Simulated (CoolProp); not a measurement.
Vapour-liquid equilibrium of R125 (1) + isobutane (2) at 224.1 K; x and y are mole fractions of (1).

The numbers come from the multi-fluid Helmholtz-energy mixture model, Lemmon 2005 and Bücker 2006; pair parameters Bell 2016 in CoolProp.

Q: Give the bubble pressure and the first vapour's composition at x = 0.275, 0.425, 0.95. Is there an azeotrope?

A: x = 0.275: 86.35 kPa, y = 0.829; x = 0.425: 94.67 kPa, y = 0.852; x = 0.95: 98.54 kPa, y = 0.939. y crosses x between x = 0.875 and 0.95: the model has an azeotrope there.

Pair parameters are fitted to limited data, so mixtures are less certain than the pure fluids. With so large a gap from Raoult's law the liquid may split in two, which this calculation doesn't test in full.
